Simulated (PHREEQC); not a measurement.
Nickel, zinc or cadmium bath with alkaline etch or developer: speciation

Solution A (0.0064 mol NiSO4, 0.0068 mol Na2SO4 and 0.13 mol H2SO4 per kg of water) is mixed with solution B (2.5 mmol/kgw CsOH and 0.011 mmol/kgw CO2) at 25 °C; shares are by mass of water, 1 kg in all. Oxygen is held at 0.21 atm. No CO2 enters from the air. The run lets Ni(OH)2, NiCO3, Ni4(OH)6SO4, Mirabilite, Morenosite, Nahcolite, Natron precipitate or redissolve, and no other solid.

The numbers come from PHREEQC with the ion-association model, wateq4f.dat.

### Question
Predict pH, CO2 (mol/kgw) at share of solution B = 0.1, 0.3, 0.5, 0.6, 0.8.

### Answer
```csv
share of solution B,pH,CO2 (mol/kgw)
0.1,0.98,1.10e-6
0.3,1.07,3.30e-6
0.5,1.20,5.50e-6
0.6,1.29,6.60e-6
0.8,1.55,8.80e-6
```
